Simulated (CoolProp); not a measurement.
Values from CoolProp's reference Helmholtz-energy equation of state, Smukala 2000.

Q: For ethylene, give the phase and the Joule-Thomson coefficient (K/MPa) at 267.2 K and 101 kPa; 295.8 K and 101 kPa; 338.7 K and 101 kPa.

A: 
- 267.2 K and 101 kPa: gas; Joule-Thomson coefficient 13.4
- 295.8 K and 101 kPa: gas; Joule-Thomson coefficient 10.4
- 338.7 K and 101 kPa: gas; Joule-Thomson coefficient 7.37
